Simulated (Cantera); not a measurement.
Charge: 1 mol FeCl2, 2.3 mol HCl, 6.3 mol N2, equilibrated at 1123.15 K and 0.133 bar.

Equilibrium computed with Cantera from the NASA thermochemical tables; the gas is ideal and each condensed phase is pure. Candidate condensed phases: Fe, FeCl2, FeCl3, NH4Cl; 18 gas species. The numbers say what is thermodynamically allowed, not how fast it happens.

Base state: N2 0.658, HCl 0.240, FeCl2 0.0993, Fe2Cl4 0.00229, FeCl3 0.000613, H2 0.000307 (mole fractions); condensed: gas only.

**Question.** What changes in the equilibrium state with this change: N2 from 6.3 to 27 mol?

**Answer.** 
| species | before | after |
|---|---|---|
| N2 | 0.658 | 0.891 |
| HCl | 0.240 | 0.0758 |
| FeCl2 | 0.0993 | 0.0324 |
| Fe2Cl4 | 0.00229 | 0.000243 |
| FeCl3 | 0.000613 | 0.000135 |
| H2 | 0.000307 | 6.79e-5 |
